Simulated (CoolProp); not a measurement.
Vapour-liquid equilibrium of toluene (1) + m-xylene (2) at 0.148 MPa; x and y are mole fractions of (1).

Values from CoolProp's multi-fluid Helmholtz-energy mixture model, Lemmon 2006 and Zhou 2012; pair parameters Bell 2016.

Task: Give the bubble temperature and the first vapour's composition at x = 0.15, 0.85, 0.95. Is there an azeotrope?

Result: x = 0.15: 147.5 °C, y = 0.268; x = 0.85: 127.3 °C, y = 0.916; x = 0.95: 125.4 °C, y = 0.972. No azeotrope shows between x = 0.05 and 0.95.

The pair parameters rest on a limited set of measurements; away from them the model extrapolates.
